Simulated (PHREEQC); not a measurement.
Dissolve 0.0024 mol NaOH and 0.15 mol K3PO4 per kg of water at 20 °C. Closed to the air; pH follows from the charge balance.

All values are PHREEQC results (ion-association model, phreeqc.dat), not measurements.

### Question
The ionic strength comes out as 0.866 mol/kgw. What activity coefficients do Na+, HPO4-2, KHPO4-, PO4-3, NaHPO4- get?

### Answer
Na+ 0.73, HPO4-2 0.18, KHPO4- 0.66, PO4-3 0.012, NaHPO4- 0.66.

No solid was allowed to form. Caution: at this ionic strength the ion-association model is outside its range; a Pitzer model would be the better tool where its parameters exist. Species that the database lacks are ignored.
